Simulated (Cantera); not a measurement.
A diamond (100) surface in a fixed gas of H2 with x(CH4) = 0.0087, x(H) = 0.001, at 900 K, 0.0160 bar; coverages are run to steady state.

Computed with Cantera and the Harris–Goodwin 1993 mechanism for the reconstructed diamond (100) surface.

One state of this run: growth (µm/h) = 0.0129; θ c6HH = 0.691; θ c6H* = 0.0104; θ c6*H = 0.292; θ c6** = 0.00426; θ c6HM = 0.00217. θ: site fractions in the mechanism's names (c6HH fully hydrogenated, c6H* and c6*H radical sites, c6** diradical, c6HM methylated).

Q: Which value of x(CH3) does it belong to?
(A) 1.9e-05
(B) 2.7e-06
(C) 0.0025
(D) 5e-05

A: B, 2.7e-06
